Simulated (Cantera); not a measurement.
Boron, boron nitride and boron oxide: B + O2 + N2

Input: 1 mol B, 0.18 mol O2, 0.43 mol N2, held at 13.3 mbar.

Equilibrium computed with Cantera from the NASA thermochemical tables; the gas is ideal and each condensed phase is pure. Candidate condensed phases: B, BN, B2O3; 17 gas species. N2 is the only nitrogen source here; it is nearly inert below about 1500 K, so the nitride shown seldom forms there in practice. Mutual solubility and eutectic melting of coexisting phases are not modelled. Equilibrium is a limit: real reactors are often held back by kinetics, nucleation or transport.

From 1275 K to 1625 K the condensed part is BN(s) + B2O3(l). The main B-bearing gas is B2O3 throughout.

```json
[
 {"T (K)": "1275", "x N2": "1.000", "x B2O3": "6.90e-6", "x B2O2": "3.20e-8", "x BO": "1.10e-8", "x BO2": "8.32e-11", "x B2O": "<1e-12", "n BN(s)": "0.760", "n B2O3(l)": "0.120"},
 {"T (K)": "1325", "x N2": "1.000", "x B2O3": "2.75e-5", "x B2O2": "2.08e-7", "x BO": "6.23e-8", "x BO2": "4.15e-10", "x B2O": "<1e-12", "n BN(s)": "0.760", "n B2O3(l)": "0.120"},
 {"T (K)": "1375", "x N2": "1.000", "x B2O3": "9.86e-5", "x B2O2": "1.18e-6", "x BO": "3.10e-7", "x BO2": "1.84e-9", "x B2O": "<1e-12", "n BN(s)": "0.760", "n B2O3(l)": "0.120"},
 {"T (K)": "1425", "x N2": "1.000", "x B2O3": "0.000322", "x B2O2": "5.86e-6", "x BO": "1.38e-6", "x BO2": "7.30e-9", "x B2O": "<1e-12", "n BN(s)": "0.760", "n B2O3(l)": "0.120"},
 {"T (K)": "1475", "x N2": "0.999", "x B2O3": "0.000967", "x B2O2": "2.61e-5", "x BO": "5.50e-6", "x BO2": "2.64e-8", "x B2O": "5.71e-12", "n BN(s)": "0.760", "n B2O3(l)": "0.120"},
 {"T (K)": "1525", "x N2": "0.997", "x B2O3": "0.00269", "x B2O2": "0.000105", "x BO": "2.00e-5", "x BO2": "8.73e-8", "x B2O": "5.15e-11", "n BN(s)": "0.760", "n B2O3(l)": "0.120"},
 {"T (K)": "1575", "x N2": "0.993", "x B2O3": "0.00699", "x B2O2": "0.000388", "x BO": "6.71e-5", "x BO2": "2.68e-7", "x B2O": "4.03e-10", "n BN(s)": "0.760", "n B2O3(l)": "0.120"},
 {"T (K)": "1625", "x N2": "0.981", "x B2O3": "0.0171", "x B2O2": "0.00132", "x BO": "0.000208", "x BO2": "7.62e-7", "x B2O": "2.78e-9", "n BN(s)": "0.760", "n B2O3(l)": "0.119"}
]
```
x: gas mole fraction; n: condensed amount in mol.
